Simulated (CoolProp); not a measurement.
Hexamethyldisiloxane (MM) along the isobar 18.2 bar: fugacity coefficient from the reference equation and from simpler models built on Tc = 245.6 °C, pc = 19.31 bar, ω = 0.418; each cubic takes its own stable root.

The numbers come from the reference Helmholtz-energy equation of state, Thol 2016 in CoolProp.

```csv
T (°C),phase,reference,van der Waals,Redlich-Kwong,Soave-Redlich-Kwong
120.15,liquid,0.09876,0.3059,0.1761,0.1013
127.15,liquid,0.1161,0.3274,0.1979,0.1194
134.25,liquid,0.1358,0.3498,0.2213,0.1399
141.25,liquid,0.1572,0.3723,0.2458,0.1622
148.35,liquid,0.1810,0.3957,0.2720,0.1872
155.35,liquid,0.2065,0.4192,0.2990,0.2140
162.45,liquid,0.2346,0.4433,0.3276,0.2434
169.45,liquid,0.2643,0.4675,0.3568,0.2746
176.55,liquid,0.2965,0.4922,0.3874,0.3083
183.55,liquid,0.3302,0.5168,0.4184,0.3436
```
